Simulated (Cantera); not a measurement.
Charge: 1 mol CH3SiCl3, 2.1 mol H2, 0.11 mol HCl, held at 2475 K and 10.5 Torr.

Cantera equilibrium calculation (NASA polynomials, part measured and part estimated; ideal gas, pure solids and liquids). The feed counts by its element totals alone. The tables' values for SiCl, SiCl3 are old estimates; treat these amounts as uncertain. Gases not in the tables: Si2H6 and higher silanes. Rates play no part.

```csv
species,before,after
H2,0.375,0.492
HCl,0.289,0.375
SiCl2,0.0641,0.0969
H,0.116,0.0162
SiC2,0.0130,0.000225
Si,0.0539,0.000934
Cl,0.0635,0.00873
SiCl,0.0140,0.00226
SiH2Cl2,1.18e-7,1.59e-5
SiHCl3,5.05e-7,6.72e-5
SiCl4,4.66e-7,6.14e-5
CH4,3.08e-7,3.59e-5
C3,2.40e-5,3.53e-7
SiC,2.17e-5,3.76e-7
"C(graphite), mol",0.750,0.494
"SiC(s), mol",0,0.451
```
Gas species are given as mole fractions.

### Question
Which change was made?
A) CH3SiCl3 replaced by Si(CH3)4
B) pressure from 10.5 Torr to 30.8 Torr
C) pressure from 10.5 Torr to 713 Torr
D) temperature from 2475 K to 1298 K

### Answer
C, pressure from 10.5 Torr to 713 Torr. The tables' values for SiCl3, SiCl are old estimates; treat these amounts as uncertain
